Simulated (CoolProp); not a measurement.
Saturation properties of ammonia (Tc = 405.6 K, pc = 11360 kPa, ω = 0.256).

Model: reference Helmholtz-energy equation of state, Gao 2020, in CoolProp.

```tsv
T (K)	p (kPa)	enthalpy of vaporisation (kJ/kg)	vapour viscosity (µPa s)
221.9	37.85	1421	7.54
237.6	90.46	1376	7.99
253.3	191.3	1328	8.45
269	366.6	1276	8.93
284.7	648.4	1219	9.41
300.4	1074	1156	9.91
316.1	1686	1086	10.4
331.8	2529	1005	11.0
347.5	3656	911.9	11.7
363.2	5122	800.3	12.6
378.9	6992	659.6	13.9
394.5	9333	458.0	16.5
```

It boils at 239.8 K under 1 atm.

Viscosity comes from a separate model (Fenghour 1995).
